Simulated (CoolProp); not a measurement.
Model: reference Helmholtz-energy equation of state, Younglove 1994, in CoolProp. It is a modified Benedict-Webb-Rubin equation, recast in Helmholtz form.

Question: For R123, give the phase and the speed of sound (m/s), viscosity (µPa s) at 226.85 °C and 0.579 bar.

Answer: 
- 226.85 °C and 0.579 bar: gas; speed of sound 170, viscosity 17.2

Viscosity comes from a separate model (Tanaka 1996).
